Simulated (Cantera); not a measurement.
A Cantera script and what it prints.

```python
import numpy as np
import cantera as ct

gas_names = """
    Fe FeO Fe(OH)2 H HO2 H2 H2O H2O2 H2S H2SO4 O OH O2 O3 S SH SO SO2 SO3 S2 S2O S8
""".split()
cond_names = """
    Fe(a) Fe(c) Fe(d) Fe(L) FeO(s) FeO(L) Fe(OH)2(s) Fe(OH)3(s) FeS(a) FeS(b) FeS(c) FeS(L) FeSO4(s)
    FeS2(s) Fe2O3(s) Fe2S3O12(s) Fe3O4(s) H2O(s) H2O(L) H2SO4(L) S(cr1) S(cr2) S(L)
""".split()


def load(file, names, dense=False):
    # The tables refer to 1 bar. Condensed volumes are neglected.
    table = {s.name: s for s in ct.Species.list_from_file(file)}
    out = []
    for n in names:
        d = dict(table[n].input_data)
        d["thermo"] = dict(d["thermo"], **{"reference-pressure": 1e5})
        if dense:
            d["equation-of-state"] = {"model": "constant-volume", "density": "1e6 g/cm^3"}
        out.append(ct.Species.from_dict(d))
    return out


gas = ct.Solution(thermo="ideal-gas", species=load("nasa_gas.yaml", gas_names))
cond = {s.name: ct.Solution(thermo="fixed-stoichiometry", species=[s], name=s.name)
        for s in load("nasa_condensed.yaml", cond_names, dense=True)}
atoms = {
    'FeS2': {'Fe': 1, 'S': 2},
    'H2S': {'H': 2, 'S': 1},
    'O2': {'O': 2},
}
top_T = {'FeSO4(s)': 950, 'FeS2(s)': 1010, 'Fe2O3(s)': 1830, 'Fe2S3O12(s)': 1100, 'Fe3O4(s)': 1870}  # K; cautious upper limits of use, not melting points


def equilibrate(T, P, feed):
    n = {}
    for name, mol in feed.items():
        for a, k in atoms[name].items():
            n[a] = n.get(a, 0.0) + k * mol
    gas.TPX = T, P, n
    mass = sum(n.values()) * gas.mean_molecular_weight
    gas.equilibrate("TP")
    valid = [c for c in cond.values() if c.min_temp <= T <= top_T.get(c.name, c.max_temp)]
    mix = ct.Mixture([(gas, mass / gas.mean_molecular_weight)] + [(c, 0.0) for c in valid])
    mix.T, mix.P = T, P
    mix.equilibrate("TP", solver="vcs", rtol=1e-11, max_steps=5000)
    return mix


results = []
feed = {'FeS2': 1, 'H2S': 2.6, 'O2': 2.4}  # mol
T = 1623.15  # K
for P in [1000, 2300, 5400, 13000, 29000, 68000, 160000, 370000, 860000, 2000000]:
    mix = equilibrate(T, P, feed)
    results.append((T, P, feed, dict(zip(mix.species_names, mix.species_moles))))

top = {s: max(r[3][s] / sum(r[3][g] for g in gas_names) for r in results) for s in gas_names}
cols = sorted((s for s in top if top[s] > 1e-06), key=lambda s: -top[s])[:7]
seen = [c for c in cond_names if any(r[3].get(c, 0) > 1e-12 for r in results)]
print("log10 of partial pressures in bar; condensed amounts in mol")
print(f"{'P/Pa':>10s}" + "".join(f"{s[:9]:>10s}" for s in cols + seen))
for T, P, feed, n in results:
    ng = sum(n[g] for g in gas_names)
    print(f"{P:10.4g}" + "".join(f"{np.log10(max(n[s] / ng * P / 1e5, 1e-99)):10.3f}" for s in cols)
          + "".join(f"{n.get(c, 0):10.4g}" for c in seen))
```

Output:

```
log10 of partial pressures in bar; condensed amounts in mol
      P/Pa       H2O        S2       SO2        H2       H2S        SO       S2O    FeO(s)    FeS(L)
      1000    -2.453    -2.564    -2.679    -2.905    -3.866    -3.726    -4.574    0.6172    0.3826
      2300    -2.047    -2.279    -2.252    -2.641    -3.460    -3.441    -4.147    0.2055    0.7944
      5400    -1.649    -1.953    -1.853    -2.361    -3.017    -3.160    -3.703         0    0.9999
   1.3e+04    -1.256    -1.569    -1.475    -2.061    -2.525    -2.875    -3.226         0    0.9999
   2.9e+04    -0.899    -1.222    -1.129    -1.790    -2.080    -2.615    -2.792         0    0.9999
   6.8e+04    -0.523    -0.855    -0.759    -1.507    -1.614    -2.339    -2.333         0         1
   1.6e+05    -0.148    -0.491    -0.386    -1.228    -1.153    -2.061    -1.873         0         1
   3.7e+05     0.217    -0.137    -0.019    -0.958    -0.706    -1.790    -1.424         0         1
   8.6e+05     0.581     0.215     0.351    -0.691    -0.262    -1.516    -0.975         0         1
     2e+06     0.944     0.564     0.723    -0.427     0.176    -1.243    -0.527         0         1
```

Cantera equilibrium calculation (NASA polynomials, part measured and part estimated; ideal gas, pure solids and liquids). Metal and sulfide melt together well below either melting point, which pure phases cannot show. Mutual solubility and eutectic melting of coexisting phases are not modelled. The tables' stoichiometric FeO is somewhat more stable than real wüstite, so its field is too wide. FeO, FeS: taken at fixed stoichiometry.
